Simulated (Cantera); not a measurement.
Pyrogenic steam for wet oxidation

An isothermal, constant-pressure homogeneous reactor starts with H2 : O2 : N2 = 1.2 : 1 : 13 (molar parts), equivalence ratio 0.60, at 975 K and 100.0 Torr.

Detailed kinetics in Cantera: GRI-Mech 3.0 (53 species, 325 reactions). Radical loss at walls, strong at low pressure, is not modelled. The temperature is held fixed by assumption; the heat of reaction is taken as removed at once.

```csv
t (s),x H2,x O2,x H,x OH,x O
1.00e-5,0.0789,0.0658,2.46e-12,<1e-12,<1e-12
4.24e-5,0.0789,0.0658,1.06e-11,<1e-12,<1e-12
0.000180,0.0789,0.0658,6.29e-11,2.79e-12,8.13e-12
0.000763,0.0789,0.0658,2.63e-9,1.26e-10,3.87e-10
0.00324,0.0718,0.0628,0.00358,0.000188,0.000505
0.0137,0.000533,0.0276,0.000102,0.000107,8.56e-5
0.0583,4.48e-5,0.0274,1.16e-6,1.89e-5,4.25e-6
0.247,2.63e-6,0.0274,2.36e-8,5.81e-6,3.04e-7
1.05,9.66e-8,0.0274,5.58e-10,1.93e-6,3.04e-8
4.45,7.66e-9,0.0274,3.20e-11,7.76e-7,4.93e-9
18.9,1.38e-9,0.0274,2.99e-12,3.53e-7,1.02e-9
80.0,3.05e-10,0.0274,<1e-12,1.69e-7,2.36e-10
```
x: mole fraction; the columns are a selection and need not sum to one.

Equilibrium at this temperature and pressure: H2 5.57e-11, O2 0.0274, H <1e-12, OH 6.30e-8, O 3.29e-11 (gas phase only).
